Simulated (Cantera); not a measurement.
A freely propagating, adiabatic, planar premixed flame of H2 : O2 : N2 = 1 : 0.294 : 1.11 (molar parts), unburnt at 673 K and 2550 Torr; mixture-averaged transport, grid criteria slope 0.08 and curve 0.16, no radiation.

Computed with Cantera and the H2/O2 subset of GRI-Mech 3.0, which has no nitrogen chemistry. The hydrogen kinetics of GRI-Mech 3.0 are dated; newer H2 mechanisms differ, most at raised pressure. Burning velocities carry a grid error of a few per cent, more on coarse grids.

x: mole fraction of selected species; z is measured from the peak of heat release.

```json
[
 {"z (mm)": "-0.292", "T (K)": "673", "u (m/s)": "11.7", "x H2": "0.416", "x O2": "0.122", "x H": "<1e-8", "x HO2": "<1e-8", "x H2O2": "<1e-8", "x O": "<1e-8"},
 {"z (mm)": "-0.195", "T (K)": "673", "u (m/s)": "11.7", "x H2": "0.416", "x O2": "0.122", "x H": "<1e-8", "x HO2": "<1e-8", "x H2O2": "<1e-8", "x O": "<1e-8"},
 {"z (mm)": "-0.146", "T (K)": "673", "u (m/s)": "11.7", "x H2": "0.416", "x O2": "0.122", "x H": "<1e-8", "x HO2": "3.03e-8", "x H2O2": "<1e-8", "x O": "<1e-8"},
 {"z (mm)": "-0.0974", "T (K)": "673", "u (m/s)": "11.7", "x H2": "0.416", "x O2": "0.122", "x H": "1.40e-7", "x HO2": "2.39e-6", "x H2O2": "<1e-8", "x O": "<1e-8"},
 {"z (mm)": "-0.0487", "T (K)": "706", "u (m/s)": "12.2", "x H2": "0.410", "x O2": "0.122", "x H": "0.000350", "x HO2": "0.000478", "x H2O2": "6.67e-6", "x O": "1.86e-5"},
 {"z (mm)": "-0.0244", "T (K)": "954", "u (m/s)": "16.1", "x H2": "0.373", "x O2": "0.115", "x H": "0.00812", "x HO2": "0.000406", "x H2O2": "2.33e-5", "x O": "0.000480"},
 {"z (mm)": "0", "T (K)": "?", "u (m/s)": "22.7", "x H2": "?", "x O2": "?", "x H": "?", "x HO2": "?", "x H2O2": "?", "x O": "?"},
 {"z (mm)": "0.0244", "T (K)": "1686", "u (m/s)": "27.3", "x H2": "0.193", "x O2": "0.0268", "x H": "0.0693", "x HO2": "6.34e-5", "x H2O2": "2.55e-6", "x O": "0.00487"},
 {"z (mm)": "0.0487", "T (K)": "1830", "u (m/s)": "29.4", "x H2": "0.166", "x O2": "0.00835", "x H": "0.0738", "x HO2": "1.92e-5", "x H2O2": "1.51e-6", "x O": "0.00383"},
 {"z (mm)": "0.0974", "T (K)": "1968", "u (m/s)": "31.3", "x H2": "0.164", "x O2": "?", "x H": "?", "x HO2": "?", "x H2O2": "?", "x O": "?"},
 {"z (mm)": "0.195", "T (K)": "2101", "u (m/s)": "33.2", "x H2": "0.170", "x O2": "0.00121", "x H": "0.0490", "x HO2": "2.80e-6", "x H2O2": "4.70e-7", "x O": "0.00182"},
 {"z (mm)": "0.390", "T (K)": "2221", "u (m/s)": "34.7", "x H2": "0.177", "x O2": "0.000660", "x H": "0.0346", "x HO2": "1.55e-6", "x H2O2": "2.65e-7", "x O": "0.00101"},
 {"z (mm)": "0.779", "T (K)": "2318", "u (m/s)": "36.0", "x H2": "0.182", "x O2": "0.000307", "x H": "0.0229", "x HO2": "7.44e-7", "x H2O2": "1.48e-7", "x O": "0.000475"}
]
```

Task: Fill in the missing entries.

Result: 
- 0, T (K): 1384
- 0, x H2: 0.277
- 0, x O2: 0.0764
- 0, x H: 0.0406
- 0, x HO2: 0.000188
- 0, x H2O2: 7.24e-6
- 0, x O: 0.00361
- 0.0974, x O2: 0.00229
- 0.0974, x H: 0.0642
- 0.0974, x HO2: 5.26e-6
- 0.0974, x H2O2: 8.48e-7
- 0.0974, x O: 0.00276
